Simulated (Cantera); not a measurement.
A Cantera script and what it prints.

```python
import numpy as np
import cantera as ct

gas_names = """
    Fe H H2 H2S S SH S2 S8
""".split()
cond_names = """
    Fe(a) Fe(c) Fe(d) Fe(L) FeS(a) FeS(b) FeS(c) FeS(L) FeS2(s) S(cr1) S(cr2) S(L)
""".split()


# ... load() reads the species with a 1 bar reference pressure and builds the phases ...
atoms = {
    'FeS': {'Fe': 1, 'S': 1},
    'H2': {'H': 2},
}
top_T = {'FeS2(s)': 1010}  # K; cautious upper limits of use, not melting points


# ... equilibrate(T, P, feed) seeds the gas with the atoms and calls Mixture.equilibrate('TP', solver="vcs", rtol=1e-11, max_steps=5000) ...
results = []
feed = {'FeS': 1, 'H2': 63}  # mol
P = 10000  # Pa
for T in [1098, 1148, 1198, 1248, 1298, 1348, 1398, 1448, 1498, 1548, 1598, 1648]:
    mix = equilibrate(T, P, feed)
    results.append((T, P, feed, dict(zip(mix.species_names, mix.species_moles))))

top = {s: max(r[3][s] / sum(r[3][g] for g in gas_names) for r in results) for s in gas_names}
cols = sorted((s for s in top if top[s] > 1e-05), key=lambda s: -top[s])[:8]
seen = [c for c in cond_names if any(r[3].get(c, 0) > 1e-12 for r in results)]
print("log10 of partial pressures in bar; condensed amounts in mol")
print(f"{'T/K':>10s}" + "".join(f"{s[:9]:>10s}" for s in cols + seen))
for T, P, feed, n in results:
    ng = sum(n[g] for g in gas_names)
    print(f"{T:10.4g}" + "".join(f"{np.log10(max(n[s] / ng * P / 1e5, 1e-99)):10.3f}" for s in cols)
          + "".join(f"{n.get(c, 0):10.4g}" for c in seen))
```

Result:

```
log10 of partial pressures in bar; condensed amounts in mol
       T/K        H2       H2S        SH        S2         H        Fe         S     Fe(a)     Fe(c)    FeS(c)    FeS(L)
      1098    -1.001    -3.648    -7.600    -8.721    -8.107   -11.934   -11.513    0.1416         0    0.8584         0
      1148    -1.001    -3.508    -7.119    -8.067    -7.646   -11.098   -10.738    0.1954         0    0.8046         0
      1198    -1.002    -3.381    -6.678    -7.468    -7.222   -10.334   -10.027         0    0.2624    0.7376         0
      1248    -1.002    -3.263    -6.272    -6.916    -6.832    -9.633    -9.373         0    0.3442    0.6558         0
      1298    -1.003    -3.156    -5.899    -6.408    -6.472    -8.987    -8.770         0    0.4414    0.5586         0
      1348    -1.004    -3.058    -5.554    -5.940    -6.138    -8.390    -8.212         0    0.5549    0.4451         0
      1398    -1.005    -2.968    -5.235    -5.507    -5.827    -7.836    -7.695         0     0.686    0.3139         0
      1448    -1.006    -2.886    -4.940    -5.107    -5.538    -7.322    -7.215         0    0.8372    0.1627         0
      1498    -1.007    -2.836    -4.691    -4.787    -5.268    -6.842    -6.794         0    0.9533         0   0.04656
      1548    -1.007    -2.824    -4.494    -4.560    -5.015    -6.395    -6.436         0    0.9997         0         0
      1598    -1.007    -2.836    -4.332    -4.392    -4.777    -5.976    -6.123         0    0.9993         0         0
      1648    -1.007    -2.852    -4.184    -4.245    -4.554    -5.584    -5.833         0    0.9984         0         0
```

Equilibrium computed with Cantera from the NASA thermochemical tables; the gas is ideal and each condensed phase is pure. Metal and sulfide melt together well below either melting point, which pure phases cannot show. Mutual solubility and eutectic melting of coexisting phases are not modelled. FeS: taken at fixed stoichiometry. Gases not in the tables: S3 to S7.
